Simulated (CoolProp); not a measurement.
A Linde-Hampson liquefier for CF4 (R14): isothermal reversible compression at 320 K from 1 atm to 15 MPa, throttling to 1 atm, return gas leaving the recuperator 10 K below the feed. Each further row changes one setting.

Computed with CoolProp (reference Helmholtz-energy equation of state, Platzer 1990). This equation is an older, rougher fit; its heat capacities, sound speeds and derivatives of the liquid may be far off and weren't checked against measurements.

```
case                        liquid yield per pass  compression work (kJ/kg of gas)
--------------------------  ---------------------  -------------------------------
as stated                                     ___                              141
high pressure 30 MPa                          ___                              ___
warm-end temperature 350 K                    ___                              ___
warm-end gap 15 K                             ___                              141
```

### Question
Fill in the missing entries.

### Answer

- as stated, liquid yield per pass: 0.172
- high pressure 30 MPa, liquid yield per pass: 0.226
- high pressure 30 MPa, compression work (kJ/kg of gas): 159
- warm-end temperature 350 K, liquid yield per pass: 0.120
- warm-end temperature 350 K, compression work (kJ/kg of gas): 158
- warm-end gap 15 K, liquid yield per pass: 0.159
